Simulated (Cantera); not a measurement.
Feed: 1 mol SiCl₄, 0.055 mol CH₄, 110 mol H₂, 0.43 mol C₃H₈, at 40.5 Torr.

Method: chemical equilibrium by Gibbs-energy minimisation in Cantera with the NASA 1993 tables (ideal gas, pure condensed phases). Candidate condensed phases: C, C₆H₆, C₇H₈, C₈H₁₈, Si, SiC; 109 gas species. The tables' values for SiCl are old estimates; treat these amounts as uncertain. Gases not in the tables: Si₂H₆ and higher silanes. Equilibrium is a limit: real reactors are often held back by kinetics, nucleation or transport.

log p: log10 of the partial pressure in bar; n: condensed amount in mol.

```tsv
T (K)	log p H₂	log p H	log p HCl	log p Si	n SiC(s)
2175	-1.29	-2.96	-2.74	…	0.879
2200	-1.29	-2.90	-2.74	…	0.838
2225	-1.30	-2.84	-2.75	…	0.784
2250	-1.30	-2.78	-2.75	…	0.712
2275	-1.30	-2.72	-2.75	…	0.617
2300	-1.30	-2.67	-2.76	…	0.495
2325	-1.31	-2.61	-2.76	…	0.335
2350	-1.31	-2.56	-2.77	…	0.130
2375	-1.31	-2.51	-2.77	-3.52	0
2400	-1.32	-2.46	-2.77	-3.51	0
2425	-1.32	-2.41	-2.77	-3.49	0
```

Some entries are withheld; supply them.


- 2175, log p Si: -4.53
- 2200, log p Si: -4.37
- 2225, log p Si: -4.23
- 2250, log p Si: -4.09
- 2275, log p Si: -3.95
- 2300, log p Si: -3.83
- 2325, log p Si: -3.71
- 2350, log p Si: -3.59
